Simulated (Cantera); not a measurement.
Feed: 1 mol SiH2Cl2, 9.8 mol N2, at 1 atm.

Equilibrium computed with Cantera from the NASA thermochemical tables; the gas is ideal and each condensed phase is pure. Candidate condensed phases: NH4Cl, Si, Si3N4; 28 gas species. N2 is the only nitrogen source here; it is nearly inert below about 1500 K, so the nitride shown seldom forms there in practice. The tables' values for SiCl3 are old estimates; treat these amounts as uncertain. Equilibrium is a limit: real reactors are often held back by kinetics, nucleation or transport.

x: gas mole fraction; n: condensed amount in mol.

```tsv
T (°C)	x N2	x HCl	x H2	x SiCl2	x SiCl4	x SiCl3	x SiHCl3	n Si3N4(s)
1225	0.835	0.113	0.0335	0.00174	0.0136	0.00272	0.000415	0.265
1250	0.835	0.113	0.0335	0.00243	0.0129	0.00324	0.000431	0.263
1275	0.835	0.112	0.0337	0.00335	0.0121	0.00380	0.000443	0.260
1300	0.834	0.111	0.0339	[?]	[?]	0.00438	0.000451	0.257
1325	0.834	0.110	0.0343	0.00599	0.0102	0.00496	0.000453	0.253
1350	0.833	0.109	0.0348	0.00779	0.00911	0.00552	0.000450	0.248
1375	0.833	0.108	0.0354	0.00993	0.00800	0.00600	0.000439	0.242
1400	0.832	0.106	0.0362	0.0124	0.00687	0.00639	0.000422	0.236
1425	0.831	0.103	0.0371	0.0152	0.00577	0.00666	0.000400	0.228
1450	0.831	0.101	0.0383	[?]	[?]	0.00678	0.000371	0.220
1475	0.830	0.0976	0.0396	0.0214	0.00381	0.00676	0.000340	0.212
1500	0.830	0.0943	0.0410	0.0248	0.00300	0.00661	0.000306	0.202
1525	0.829	0.0908	0.0426	0.0281	0.00232	0.00634	0.000271	0.193
1550	0.829	0.0870	0.0442	0.0315	0.00176	0.00599	0.000237	0.184
```

**Question.** Fill in the missing entries.

**Answer.** 
- 1450, x SiCl2: 0.0182
- 1450, x SiCl4: 0.00474
- 1300, x SiCl2: 0.00452
- 1300, x SiCl4: 0.0112
